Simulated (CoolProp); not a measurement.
Model: reference Helmholtz-energy equation of state, Lemmon 2006, in CoolProp. It is a short technical equation, of lower accuracy than the large ones.

For carbonyl sulfide, give the phase and the cv (kJ/(kg K)), Joule-Thomson coefficient (K/MPa) at 541 K and 13.3 MPa; 596.9 K and 38.1 MPa; 344.8 K and 0.0171 MPa.


- 541 K and 13.3 MPa: supercritical; cv 0.736, Joule-Thomson coefficient 4.33
- 596.9 K and 38.1 MPa: supercritical; cv 0.768, Joule-Thomson coefficient 0.946
- 344.8 K and 0.0171 MPa: gas; cv 0.589, Joule-Thomson coefficient 14.0
